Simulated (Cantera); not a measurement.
Input: 1 mol MgCl2, 4.9 mol HCl, 1.1 mol N2, 25 mol H2, held at 2123.15 K.

Method: chemical equilibrium by Gibbs-energy minimisation in Cantera with the NASA 1993 tables (ideal gas, pure condensed phases). Candidate condensed phases: Mg, MgCl2, NH4Cl; 18 gas species. The tables' values for MgH are old estimates; treat these amounts as uncertain. Equilibrium is a limit: real reactors are often held back by kinetics, nucleation or transport.

**Question.** At 1.00 mbar, list the 6 most abundant gas species with their mole fractions, and the condensed phases.

**Answer.** H2 0.655, HCl 0.175, H 0.0919, N2 0.0316, Mg 0.0260, Cl 0.0181. Condensed: gas only.
